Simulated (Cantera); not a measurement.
A perfectly stirred reactor is fed with C₂H₆ : N₂ = 1 : 35 (molar parts), at 0.0267 bar; it is held at 1325 K, and followed from long to short residence time.

Computed with Cantera and GRI-Mech 3.0 (53 species, 325 reactions). GRI-Mech 3.0 stops at C3 and has no aromatics, soot or wall deposition, so with more carbon than oxygen in the feed, carbon stays in small species such as C2H2 where larger ones or solid carbon would form. Radical loss at walls, strong at low pressure, is not modelled.

**Question.** Predict: x(C₂H₆) at τ = 0.870 s; x(C₂H) at τ = 0.870 s; x(C₂H₄) at τ = 0.870 s; x(CH₂) at τ = 0.870 s; x(HCN) at τ = 0.870 s; x(C₂H₆) at τ = 33.0 ms; x(C₂H) at τ = 33.0 ms; x(C₂H₄) at τ = 33.0 ms; x(CH₂) at τ = 33.0 ms; x(HCN) at τ = 33.0 ms.

**Answer.** 
```json
{
  "x(C₂H₆) at τ = 0.870 s": "0.000755",
  "x(C₂H) at τ = 0.870 s": "7.61e-9",
  "x(C₂H₄) at τ = 0.870 s": "0.00377",
  "x(CH₂) at τ = 0.870 s": "4.68e-8",
  "x(HCN) at τ = 0.870 s": "4.65e-8",
  "x(C₂H₆) at τ = 33.0 ms": "0.0115",
  "x(C₂H) at τ = 33.0 ms": "2.77e-9",
  "x(C₂H₄) at τ = 33.0 ms": "0.0110",
  "x(CH₂) at τ = 33.0 ms": "2.45e-7",
  "x(HCN) at τ = 33.0 ms": "2.17e-8"
}
```
